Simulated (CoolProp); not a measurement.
Saturation properties of trans-2-butene (Tc = 428.6 K, pc = 4.019 MPa, ω = 0.210).

The numbers come from the reference Helmholtz-energy equation of state, Lemmon 2005 in CoolProp. It is a short technical equation, of lower accuracy than the large ones.

| T (K) | p (MPa) | liquid density (kg/m³) | vapour density (kg/m³) | surface tension (mN/m) |
|---|---|---|---|---|
| 325.1 | 0.5075 | 564.6 | 12.03 | 9.90 |
| 334.9 | 0.6505 | 551.3 | 15.37 | 8.78 |
| 344.8 | 0.8233 | … | 19.48 | 7.68 |
| 354.7 | 1.028 | 522.0 | … | 6.61 |
| 364.5 | 1.266 | 506.0 | 30.57 | 5.57 |
| 374.4 | 1.545 | 488.4 | 38.11 | … |
| 384.2 | 1.865 | 469.3 | 47.43 | … |
| 394.1 | 2.235 | 447.5 | 59.47 | 2.69 |
| 403.9 | 2.656 | 422.2 | 75.34 | 1.84 |
| 413.8 | 3.143 | 389.9 | 98.51 | 1.05 |

**Question.** What belongs in the gaps?

**Answer.** 
- 344.8, liquid density (kg/m³): 537.0
- 354.7, vapour density (kg/m³): 24.50
- 374.4, surface tension (mN/m): 4.57
- 384.2, surface tension (mN/m): 3.61

It boils at 274.0 K under 1 atm.

Surface tension comes from a separate correlation (Mulero 2014).
